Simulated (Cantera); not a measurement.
# Thermodynamics of carbon deposition, reforming and gasification, feed C6H6 + CO2 + N2

Charge: 1 mol C6H6, 0.034 mol CO2, 5.8 mol N2, at 973 K and 0.0210 bar.

Method: chemical equilibrium by Gibbs-energy minimisation in Cantera with the NASA 1993 tables (ideal gas, pure condensed phases). Candidate condensed phases: C, C6H6, C7H8, C8H18, H2O; 136 gas species. Kinetics and transport are ignored.

* **x(N2)**: 0.654
* **x(H2)**: 0.338
* **x(CO)**: 0.00763
* **x(CH4)**: 0.000308
* **x(H2O)**: 3.37e-5
* **x(NH3)**: 2.33e-6
* **x(HCN)**: 1.56e-6
* **x(CO2)**: 1.23e-6
* **n(C(graphite))**: 5.96 mol
* **gas amount**: 8.865 mol
